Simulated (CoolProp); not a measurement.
R407C along the isobar 3290 kPa: Z from the reference equation and from simpler models built on Tc = 86.2 °C, pc = 4632 kPa, ω = 0.363; each cubic takes its own stable root.

The numbers come from the reference Helmholtz-energy equation of state, Lemmon 2003 in CoolProp. It is a pseudo-pure fit of the blend.

```json
[
 {"T (°C)": "94.05", "phase": "gas", "reference": "0.7066", "van der Waals": "0.7477", "Soave-Redlich-Kwong": "0.7302"},
 {"T (°C)": "105.05", "phase": "gas", "reference": "0.7476", "van der Waals": "0.7724", "Soave-Redlich-Kwong": "0.7682"},
 {"T (°C)": "116.15", "phase": "gas", "reference": "0.7802", "van der Waals": "0.7934", "Soave-Redlich-Kwong": "0.7991"},
 {"T (°C)": "127.25", "phase": "gas", "reference": "0.8068", "van der Waals": "0.8114", "Soave-Redlich-Kwong": "0.8247"},
 {"T (°C)": "138.35", "phase": "gas", "reference": "0.8290", "van der Waals": "0.8272", "Soave-Redlich-Kwong": "0.8463"},
 {"T (°C)": "149.35", "phase": "gas", "reference": "0.8477", "van der Waals": "0.8409", "Soave-Redlich-Kwong": "0.8646"},
 {"T (°C)": "160.45", "phase": "gas", "reference": "0.8639", "van der Waals": "0.8531", "Soave-Redlich-Kwong": "0.8807"},
 {"T (°C)": "171.55", "phase": "gas", "reference": "0.8780", "van der Waals": "0.8641", "Soave-Redlich-Kwong": "0.8946"},
 {"T (°C)": "182.55", "phase": "gas", "reference": "0.8902", "van der Waals": "0.8739", "Soave-Redlich-Kwong": "0.9068"},
 {"T (°C)": "193.65", "phase": "gas", "reference": "0.9010", "van der Waals": "0.8828", "Soave-Redlich-Kwong": "0.9177"},
 {"T (°C)": "204.75", "phase": "gas", "reference": "0.9106", "van der Waals": "0.8908", "Soave-Redlich-Kwong": "0.9274"},
 {"T (°C)": "215.75", "phase": "gas", "reference": "0.9191", "van der Waals": "0.8981", "Soave-Redlich-Kwong": "0.9359"},
 {"T (°C)": "226.85", "phase": "gas", "reference": "0.9268", "van der Waals": "0.9048", "Soave-Redlich-Kwong": "0.9436"}
]
```
